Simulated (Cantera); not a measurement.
## Ammonia decomposition in nitride growth gas

A perfectly stirred reactor is fed with NH3 : N2 = 1 : 6.5 (molar parts), at 160000 Pa; it is held at 2200 K, and followed from long to short residence time.

Computed with Cantera and the gas-phase N/H chemistry of the illustrative SiF4/NH3 mechanism in the Surface Chemkin manual (1991). Walls and surfaces, which speed up NH3 decomposition in real reactors, are not modelled.

| τ (s) | x NH3 | x H | x NH2 | x N | x NH | x N2 | x N2H2 |
|---|---|---|---|---|---|---|---|
| 2.8 | 0.000309 | 0.00175 | 9.58e-6 | 1.41e-6 | 2.38e-6 | 0.823 | 1.03e-9 |
| 0.77 | 0.000758 | 0.00152 | 2.03e-5 | 2.24e-6 | 4.37e-6 | 0.823 | 4.06e-9 |
| 0.21 | 0.00245 | 0.00110 | 4.84e-5 | 2.84e-6 | 7.57e-6 | 0.824 | 1.73e-8 |
| 0.058 | 0.00837 | 0.000736 | 0.000115 | 3.15e-6 | 1.23e-5 | 0.826 | 7.02e-8 |
| 0.016 | 0.0254 | 0.000461 | 0.000253 | 3.31e-6 | 1.86e-5 | 0.832 | 2.48e-7 |
| 0.0043 | 0.0611 | 0.000245 | 0.000481 | 3.09e-6 | 2.46e-5 | 0.843 | 6.76e-7 |
| 0.0012 | 0.0998 | 0.000108 | 0.000735 | 2.20e-6 | 2.59e-5 | 0.856 | 1.20e-6 |
| 0.00032 | 0.122 | 3.96e-5 | 0.000966 | 8.78e-7 | 2.08e-5 | 0.863 | 1.47e-6 |
x: mole fraction; the columns are a selection and need not sum to one.
